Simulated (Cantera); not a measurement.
# Stirred combustor or abatement burner

A perfectly stirred reactor is fed with CH4 : C2H6 : O2 : N2 = 1 : 0.036 : 1.93 : 7.27 (molar parts), equivalence ratio 1.1, at 10.0 bar; it is adiabatic with a 575 K inlet, and is followed from long to short residence time, starting on the burning branch (τ in s: 0.27, 0.088, 0.028, 0.0089, 0.0028, 0.00091, 0.00029, 9.2e-05, 2.9e-05).

Model: GRI-Mech 3.0 (53 species, 325 reactions), integrated in Cantera.

| τ (s) | T (K) | x CH4 | x C2H6 | x O2 | x O | x NO2 | x C2H | x H2O |
|---|---|---|---|---|---|---|---|---|
| 0.27 | 2407 | 5.08e-7 | 6.70e-10 | 0.000373 | 5.56e-5 | 9.73e-8 | 3.66e-11 | 0.188 |
| 0.088 | 2407 | 1.51e-6 | 2.05e-9 | 0.000398 | 5.79e-5 | 9.76e-8 | 1.13e-10 | 0.188 |
| 0.028 | 2405 | 4.31e-6 | 6.38e-9 | 0.000474 | 6.46e-5 | 9.89e-8 | 3.56e-10 | 0.188 |
| 0.0089 | 2401 | 1.11e-5 | 1.96e-8 | 0.000673 | 8.24e-5 | 1.05e-7 | 1.12e-9 | 0.188 |
| 0.0028 | 2391 | 2.51e-5 | 5.97e-8 | 0.00114 | 0.000124 | 1.21e-7 | 3.43e-9 | 0.187 |
| 0.00091 | 2372 | 5.19e-5 | 1.73e-7 | 0.00205 | 0.000208 | 1.46e-7 | 9.53e-9 | 0.186 |
| 0.00029 | 2340 | 0.000109 | 5.02e-7 | 0.00375 | 0.000364 | 1.69e-7 | 2.49e-8 | 0.183 |
| 9.2e-5 | 2289 | 0.000251 | 1.49e-6 | 0.00674 | 0.000605 | 1.69e-7 | 6.18e-8 | 0.180 |
| 2.9e-5 | 2207 | 0.000726 | 5.18e-6 | 0.0126 | 0.000816 | 1.28e-7 | 1.70e-7 | 0.175 |
x: mole fraction; the columns are a selection and need not sum to one.
